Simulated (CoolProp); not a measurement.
A Linde-Hampson liquefier for methane: isothermal reversible compression at 250 K from 1 atm to 15 MPa, throttling to 1 atm, return gas leaving the recuperator 5 K below the feed. Each further row changes one setting.

Computed with CoolProp (reference Helmholtz-energy equation of state, Setzmann 1991).

| case | liquid yield per pass | compression work (kJ/kg of gas) |
|---|---|---|
| as stated | … | 588 |
| high pressure 30 MPa | 0.344 | … |
| warm-end temperature 280 K | … | … |
| warm-end gap 10 K | 0.265 | 588 |

Problem. What belongs in the gaps?

Solution. 
- as stated, liquid yield per pass: 0.275
- high pressure 30 MPa, compression work (kJ/kg of gas): 653
- warm-end temperature 280 K, liquid yield per pass: 0.186
- warm-end temperature 280 K, compression work (kJ/kg of gas): 682
